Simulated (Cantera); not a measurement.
Standard-state values (1 bar) from the NASA 1993 polynomials, evaluated with Cantera. Values are per mole of reaction as written; species without (g) are pure solids or liquids, kept so even where they would boil at 1 bar. NbO: taken at fixed stoichiometry.

### Question
Between 2375 and 2525 K, where is each reaction favourable under standard conditions?
- 2 H(g) + NbO₂(g) → NbO + H₂O(g)

### Answer
- 2 H(g) + NbO₂(g) → NbO + H₂O(g): ΔG° is -249 kJ at 2375 K and -214 kJ at 2525 K; it stays negative (K > 1). ΔH° is -805 kJ and ΔS° -234 J/K at 2525 K.
